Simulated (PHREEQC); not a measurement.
1 kg of water holding 0.07 mol/kgw KCl meets 20 L of dry gas (CO2 1 by moles) at fixed total pressure, at 25 °C; fugacities by Peng-Robinson. The gases take part in no redox reaction, some water evaporates into the gas, and hydrates or a liquid gas phase aren't modelled. Precipitation was switched off in this run.

Computed with PHREEQC (ion-association model, phreeqc.dat).

```
P (atm)  dissolved CO2 (all carbonate carbon) (mol/kgw)  φ of CO2    pH
-------  ----------------------------------------------  --------  ----
1                                                0.0324     0.994  3.91
2                                                0.0654     0.989  3.76
3                                                0.0981     0.983  3.67
5                                                 0.162     0.973  3.56
7.5                                               0.240     0.959  3.48
10                                                0.316     0.945  3.42
15                                                0.459     0.919  3.34
20                                                0.594     0.892  3.28
30                                                0.834     0.840  3.21
40                                                 1.04     0.789  3.16
```

Species that the database lacks are ignored.
